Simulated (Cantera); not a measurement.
An isothermal, constant-pressure homogeneous reactor starts with CO : O2 : H2O : N2 = 0.0031 : 0.017 : 0.0081 : 1 (molar parts), equivalence ratio 0.091, at 1325 K and 1.00 atm.

Computed with Cantera and GRI-Mech 3.0 (53 species, 325 reactions).

x: mole fraction; the columns are a selection and need not sum to one.

| t (s) | x CO | x O2 | x H2O | x N2O | x NO2 |
|---|---|---|---|---|---|
| 6.00e-5 | 0.00301 | 0.0165 | 0.00788 | <1e-12 | <1e-12 |
| 0.000153 | 0.00301 | 0.0165 | 0.00788 | <1e-12 | <1e-12 |
| 0.000391 | 0.00301 | 0.0165 | 0.00788 | <1e-12 | <1e-12 |
| 0.000999 | 0.00301 | 0.0165 | 0.00788 | 1.90e-11 | <1e-12 |
| 0.00255 | 0.00290 | 0.0164 | 0.00784 | 1.11e-8 | <1e-12 |
| 0.00651 | (withheld) | 0.0153 | 0.00778 | 3.68e-7 | 1.70e-10 |
| 0.0166 | (withheld) | 0.0151 | 0.00786 | 5.57e-7 | 6.85e-10 |
| 0.0424 | (withheld) | 0.0151 | 0.00788 | 6.09e-7 | 1.09e-9 |
| 0.108 | (withheld) | 0.0150 | 0.00789 | 5.53e-7 | 8.50e-10 |
| 0.277 | (withheld) | 0.0150 | 0.00789 | 3.75e-7 | 4.85e-10 |
| 0.706 | (withheld) | 0.0150 | 0.00789 | 1.35e-7 | 3.40e-10 |
| 1.80 | 6.59e-9 | 0.0150 | 0.00789 | 1.82e-8 | 3.14e-10 |
| 4.60 | 6.15e-9 | 0.0150 | 0.00789 | 1.02e-8 | 3.13e-10 |
| 11.8 | 6.15e-9 | 0.0150 | 0.00789 | 1.02e-8 | 3.14e-10 |
| 30.0 | 6.15e-9 | 0.0150 | 0.00789 | 1.02e-8 | 3.16e-10 |

### Question
Fill in the missing entries.

### Answer

- 0.00651, x CO: 0.000737
- 0.0166, x CO: 0.000110
- 0.0424, x CO: 1.51e-5
- 0.108, x CO: 1.77e-6
- 0.277, x CO: 1.56e-7
- 0.706, x CO: 1.44e-8
